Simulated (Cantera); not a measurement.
Si2H6 + Cl2 + H2 + HCl (silicon epitaxy and polysilicon growth)

Feed: 1 mol Si2H6, 0.93 mol Cl2, 13 mol H2, 3.2 mol HCl, at 84.0 mbar.

Equilibrium computed with Cantera from the NASA thermochemical tables; the gas is ideal and each condensed phase is pure. Candidate condensed phases: Si; 19 gas species. The feed counts by its element totals alone. The tables' values for SiCl3, SiCl are old estimates; treat these amounts as uncertain. The numbers say what is thermodynamically allowed, not how fast it happens.

```
T (K)  log p H2  log p HCl  log p SiCl2  log p SiCl4  log p SiHCl3  log p SiCl3  log p SiH2Cl2  n Si(s)
-----  --------  ---------  -----------  -----------  ------------  -----------  -------------  -------
1025      -1.12      -2.74        -4.11        -2.40         -2.85        -3.91          -4.25    0.736
1075      -1.12      -2.58        -3.75        -2.43         -2.88        -3.69          -4.26    0.771
1125      -1.12      -2.44        -3.43        -2.48         -2.92        -3.50          -4.28    0.807
1175      -1.13      -2.32        -3.16        -2.54         -2.98        -3.35          -4.31    0.836
1225      -1.14      -2.22        -2.92        -2.64         -3.06        -3.23          -4.36    0.853
1275      -1.14      -2.14        -2.73        -2.78         -3.17        -3.16          -4.42    0.852
1325      -1.15      -2.08        -2.58        -2.96         -3.31        -3.14          -4.51    0.835
1375      -1.16      -2.04        -2.47        -3.19         -3.49        -3.16          -4.63    0.808
1425      -1.16      -2.02        -2.40        -3.45         -3.70        -3.22          -4.76    0.781
1475      -1.16      -2.01        -2.35        -3.74         -3.92        -3.31          -4.90    0.757
1525      -1.16      -2.00        -2.32        -4.04         -4.14        -3.42          -5.05    0.736
1575      -1.16      -2.00        -2.30        -4.33         -4.37        -3.52          -5.19    0.719
1625      -1.16      -2.00        -2.29        -4.61         -4.58        -3.63          -5.33    0.705
1675      -1.16      -2.00        -2.28        -4.88         -4.79        -3.74          -5.46    0.691
```
log p: log10 of the partial pressure in bar; n: condensed amount in mol.

From 1025 K to 1675 K the condensed part is Si(s). The main Si-bearing gas is SiCl4 at 1025 K and SiCl2 at 1675 K.
